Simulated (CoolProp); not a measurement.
Properties of toluene along the isotherm 346.85 °C.

Computed with CoolProp (reference Helmholtz-energy equation of state, Lemmon 2006). It is a short technical equation, of lower accuracy than the large ones.

| p (kPa) | phase | cv (kJ/(kg K)) | Joule-Thomson coefficient (K/MPa) | expansivity (1/kK) | Prandtl number |
|---|---|---|---|---|---|
| 1720 | gas | 2.128 | 7.882 | 2.664 | 0.757 |
| 3440 | gas | 2.185 | 10.28 | 5.564 | 0.868 |
| 5160 | supercritical | 2.295 | 13.57 | 25.05 | 1.62 |
| 6880 | supercritical | 2.243 | 3.388 | 9.748 | 2.18 |
| 8600 | supercritical | 2.216 | 1.615 | 5.362 | 2.23 |
| 10300 | supercritical | 2.206 | 1.017 | 3.984 | 2.31 |
| 12000 | supercritical | 2.199 | 0.7052 | 3.273 | 2.38 |
| 13800 | supercritical | 2.195 | 0.5016 | 2.806 | 2.45 |
| 15500 | supercritical | 2.193 | 0.3702 | 2.503 | 2.51 |
| 17200 | supercritical | 2.191 | 0.2734 | 2.276 | 2.56 |
| 18900 | supercritical | 2.189 | 0.1988 | 2.100 | 2.61 |
| 20600 | supercritical | 2.188 | 0.1395 | 1.957 | 2.65 |

Viscosity comes from a separate model (Avgeri 2015). Thermal conductivity comes from a separate model (Assael 2012).
